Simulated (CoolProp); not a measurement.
Ammonia along the isotherm 281.8 K: fugacity coefficient from the reference equation and from simpler models built on Tc = 405.6 K, pc = 113.6 bar, ω = 0.256; each cubic takes its own stable root.

The numbers come from the reference Helmholtz-energy equation of state, Gao 2020 in CoolProp.

```json
[
 {"p (bar)": "15.5", "phase": "liquid", "reference": "0.3535"},
 {"p (bar)": "31", "phase": "liquid", "reference": "0.1800"},
 {"p (bar)": "46.5", "phase": "liquid", "reference": "0.1221"},
 {"p (bar)": "62", "phase": "liquid", "reference": "0.09325"},
 {"p (bar)": "77.5", "phase": "liquid", "reference": "0.07595"},
 {"p (bar)": "93", "phase": "liquid", "reference": "0.06443"},
 {"p (bar)": "108", "phase": "liquid", "reference": "0.05644"},
 {"p (bar)": "124", "phase": "liquid", "reference": "0.05007"},
 {"p (bar)": "139", "phase": "liquid", "reference": "0.04544"},
 {"p (bar)": "155", "phase": "liquid", "reference": "0.04150"},
 {"p (bar)": "170", "phase": "liquid", "reference": "0.03849"}
]
```

Task: How far does each simpler model (van der Waals, Redlich-Kwong, Soave-Redlich-Kwong, Peng-Robinson) lie from the reference over these 11 states: mean and median of the absolute difference, and the worst?

Result: 
- van der Waals: mean 262.4 %, median 270.0 %, worst +299.3 % at 281.8 K and 170 bar
- Redlich-Kwong: mean 63.2 %, median 63.1 %, worst +67.6 % at 281.8 K and 170 bar
- Soave-Redlich-Kwong: mean 5.0 %, median 5.0 %, worst +7.5 % at 281.8 K and 170 bar
- Peng-Robinson: mean 3.0 %, median 3.0 %, worst +4.0 % at 281.8 K and 170 bar

At some of these states van der Waals gives the other phase, because its saturation line lies elsewhere.
